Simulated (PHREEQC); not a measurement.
A solution holds 0.09 mol/kgw HF, 4.4e-05 mol/kgw (CH3)4NF, 0.0018 mol/kgw H4SiO4 and 0.00023 mol/kgw H2SO4, at 20 °C. Closed to the air; pH follows from the charge balance.

All values are PHREEQC results (ion-association model, wateq4f.dat), not measurements.

Task: The ionic strength comes out as 0.0118 mol/kgw. What activity coefficients do SiF6-2, HF2-, SO4-2, HSO4-, H+ get?

Result: SiF6-2 0.65, HF2- 0.89, SO4-2 0.65, HSO4- 0.90, H+ 0.91.

This is a speciation only: nothing precipitates in the calculation. (CH3)4N+ isn't in the database: it is added as a free cation with an ion size of 4 Å. wateq4f.dat counts part of the HF as a dimer, H2F2, which phreeqc.dat doesn't know; its constant is uncertain. SiF6-2 is the database's only silicon fluoride.
